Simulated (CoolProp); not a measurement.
R124 along the isotherm 202 K: Z from the reference equation and from simpler models built on Tc = 395.4 K, pc = 3.624 MPa, ω = 0.288; each cubic takes its own stable root.

The numbers come from the reference Helmholtz-energy equation of state, de Vries 1995 in CoolProp.

```json
[
 {"p (MPa)": "0.115", "phase": "liquid", "reference": "0.005701"},
 {"p (MPa)": "0.193", "phase": "liquid", "reference": "0.009567"},
 {"p (MPa)": "0.326", "phase": "liquid", "reference": "0.01616"},
 {"p (MPa)": "0.551", "phase": "liquid", "reference": "0.02730"},
 {"p (MPa)": "0.93", "phase": "liquid", "reference": "0.04606"},
 {"p (MPa)": "1.57", "phase": "liquid", "reference": "0.07771"},
 {"p (MPa)": "2.65", "phase": "liquid", "reference": "0.1310"},
 {"p (MPa)": "4.47", "phase": "liquid", "reference": "0.2206"},
 {"p (MPa)": "7.54", "phase": "liquid", "reference": "0.3710"},
 {"p (MPa)": "12.7", "phase": "liquid", "reference": "0.6219"},
 {"p (MPa)": "21.5", "phase": "liquid", "reference": "1.045"},
 {"p (MPa)": "36.2", "phase": "liquid", "reference": "1.739"}
]
```

Problem. How far does each simpler model (van der Waals, Redlich-Kwong, Soave-Redlich-Kwong, Peng-Robinson) lie from the reference over these 12 states: mean and median of the absolute difference, and the worst?

Solution. 
- van der Waals: mean 1446.2 %, median 66.1 %, worst +16642.7 % at 202 K and 0.115 MPa
- Redlich-Kwong: mean 12.2 %, median 12.5 %, worst +12.7 % at 202 K and 0.115 MPa
- Soave-Redlich-Kwong: mean 9.7 %, median 9.8 %, worst +9.8 % at 202 K and 0.115 MPa
- Peng-Robinson: mean 2.4 %, median 2.4 %, worst -2.4 % at 202 K and 7.54 MPa

At some of these states van der Waals gives the other phase, because its saturation line lies elsewhere.
